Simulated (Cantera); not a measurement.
What does this Cantera script print?

```python
import numpy as np
import cantera as ct

gas = ct.Solution("gri30.yaml")


def delay(T, t_max=10):
    gas.TPX = T, 100000, {'CH4': 1, 'C2H6': 0.12, 'O2': 2.02, 'N2': 7.58}
    reactor = ct.IdealGasReactor(gas, clone=False)
    net = ct.ReactorNet([reactor])
    net.rtol, net.atol = 1e-8, 1e-16
    while net.time < t_max:
        t_old, T_old = net.time, reactor.T
        net.step()
        if reactor.T > T + 400:  # ignition: a rise of 400 K
            return t_old + (T + 400 - T_old) / (reactor.T - T_old) * (net.time - t_old)
    return np.nan


taus = []
for T in [1323, 1373, 1423, 1473, 1523, 1573, 1623, 1673, 1723, 1773]:
    taus.append(delay(T))
    print(f"T0 = {T:6g} K   tau = {taus[-1]:.4e} s")
```

Result:

```
T0 =   1323 K   tau = 1.2192e-03 s
T0 =   1373 K   tau = 7.4241e-04 s
T0 =   1423 K   tau = 4.5981e-04 s
T0 =   1473 K   tau = 2.9047e-04 s
T0 =   1523 K   tau = 1.8804e-04 s
T0 =   1573 K   tau = 1.2527e-04 s
T0 =   1623 K   tau = 8.6116e-05 s
T0 =   1673 K   tau = 6.1121e-05 s
T0 =   1723 K   tau = 4.4750e-05 s
T0 =   1773 K   tau = 3.3733e-05 s
```

Computed with Cantera and GRI-Mech 3.0 (53 species, 325 reactions).
